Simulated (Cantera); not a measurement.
Gas mixture: 31.2 % C₂H₄, 68.8 % C₂H₂, at 0.00799 atm, frozen composition.

Cantera's kinetic-theory transport with the Lennard-Jones parameters of GRI-Mech 3.0, ideal gas; thermal conductivity in the multicomponent form. The composition is frozen, though it would react at the higher temperatures.

One state of this run: ρ (kg/m³) = 0.00325; cp (J/kg/K) = 2618; μ (µPa s) = 23.6; λ (mW/m/K) = 83.4; Pr = 0.742; D (cm²/s) OH = 173; D (cm²/s) H₂O = 139; D (cm²/s) H = 660. D: mixture-averaged diffusion coefficient of that species in the mixture.

**Question.** Which value of T (K) does it belong to?
(A) 800
(B) 1000
(C) 400
(D) 1200

**Answer.** A, 800
